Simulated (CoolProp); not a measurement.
A single-stage vapour-compression cycle with CH2F2 (R32): evaporating at 247.15 K (dew point), condensing at 313.15 K (bubble point), superheat 5 K, subcooling 5 K, compressor efficiency 0.9, no pressure losses. Each further row changes one setting.

Values from CoolProp's reference Helmholtz-energy equation of state, Tillner-Roth 1997.

```
case                              cooling COP  pressure ratio  discharge temperature (K)  refrigerating effect (kJ/kg)  volumetric capacity (kJ/m³)
--------------------------------  -----------  --------------  -------------------------  ----------------------------  ---------------------------
as stated                                2.44            7.71                      387.8                           248                         2150
evaporating temperature 252.15 K         2.76            6.34                      380.3                           250                         2610
condensing temperature 308.15 K          2.73            6.81                      378.5                           258                         2230
subcooling 10 K                          2.54            7.71                      387.8                           258                         2240
superheat 15 K                           2.41            7.71                      400.6                           257                         2120
compressor efficiency 0.8                2.17            7.71                      398.7                           248                         2150
```
